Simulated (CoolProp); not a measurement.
Vapour-liquid equilibrium of CHF3 (R23) (1) + R11 (2) at -19.65 °C; x and y are mole fractions of (1).

The numbers come from the multi-fluid Helmholtz-energy mixture model, Penoncello 2003 and Jacobsen 1992; pair parameters Bell 2016 in CoolProp.

```tsv
x	bubble pressure, mixture model (kPa)	bubble pressure, Raoult's law (kPa)	y, mixture model	y, Raoult's law
0.05	209.8	85.74	0.922	0.823
0.125	…	190.3	0.964	0.926
0.2	688.8	294.9	0.975	0.957
0.275	851.9	399.5	0.979	0.971
0.35	964.3	504.1	…	0.979
0.425	1035	608.7	0.983	0.985
0.5	1076	713.3	0.984	0.989
0.575	1102	817.9	0.984	0.992
0.65	…	922.5	0.985	0.994
0.725	1149	1027	0.986	0.996
0.8	…	1132	0.987	0.997
0.875	1248	1236	0.990	0.998
0.95	1334	1341	…	0.999
```

Task: What belongs in the gaps?

Result: 
- 0.125, bubble pressure, mixture model (kPa): 472.6
- 0.35, y, mixture model: 0.982
- 0.65, bubble pressure, mixture model (kPa): 1123
- 0.8, bubble pressure, mixture model (kPa): 1188
- 0.95, y, mixture model: 0.995

The largest gap from Raoult's law is +148.3 % in bubble pressure, at x = 0.125. No azeotrope shows between x = 0.05 and 0.95.

The pair parameters rest on a limited set of measurements; away from them the model extrapolates. The gap from Raoult's law changes sign with composition, which may be real or a fault of the pair parameters; it wasn't checked against measurements. With so large a gap from Raoult's law the liquid may split in two, which this calculation doesn't test in full.
